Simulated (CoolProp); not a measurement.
Saturation properties of R143a (Tc = 345.9 K, pc = 3762 kPa, ω = 0.261).

Computed with CoolProp (reference Helmholtz-energy equation of state, Lemmon and Jacobsen 2000).

```tsv
T (K)	p (kPa)	liquid density (kg/m³)	enthalpy of vaporisation (kJ/kg)	liquid cp (kJ/(kg K))	vapour Z
175.5	4.085	1296	258.5	1.223	0.9935
182.9	7.460	1278	254.1	1.233	___
190.2	12.81	___	249.7	1.245	0.9867
197.5	20.99	1241	245.2	1.259	0.9819
204.8	33.03	1222	___	1.274	0.9759
212.2	50.39	1203	235.8	1.291	0.9685
219.5	74.02	1184	231.0	1.308	0.9597
226.8	105.7	1164	___	1.327	0.9494
234.2	147.7	1143	220.7	1.348	0.9371
241.5	201.0	1123	___	1.370	0.9232
248.8	268.0	1101	209.5	1.394	0.9074
256.1	350.9	1079	203.5	1.420	0.8897
263.5	453.5	1056	197.0	1.450	0.8695
270.8	575.6	1032	190.1	1.483	0.8474
```

### Question
Some entries are withheld; supply them.

### Answer

- 182.9, vapour Z: 0.9905
- 190.2, liquid density (kg/m³): 1260
- 204.8, enthalpy of vaporisation (kJ/kg): 240.6
- 226.8, enthalpy of vaporisation (kJ/kg): 226.0
- 241.5, enthalpy of vaporisation (kJ/kg): 215.3

It boils at 225.9 K under 1 atm.
